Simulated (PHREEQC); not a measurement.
Dissolve 0.024 mol CaCl2 and 0.0021 mol CO2 per kg of water at 18 °C. Closed to the air; pH follows from the charge balance.

Equilibrium calculation in PHREEQC: ion-association model, phreeqc.dat.

```csv
quantity,before,after
pH,4.50,4.00
ionic strength (mol/kgw),0.0720,0.0721
```

### Question
Which change was made?
(A) CO2 from 0.0021 to 0.00042 mol/kgw
(B) CaCl2 replaced by SrCl2 at the same molality
(C) CaCl2 left out
(D) 0.0013 mol/kgw LiOH added
(E) CO2 from 0.0021 to 0.021 mol/kgw

### Answer
E, CO2 from 0.0021 to 0.021 mol/kgw

This is a speciation only: nothing precipitates in the calculation.
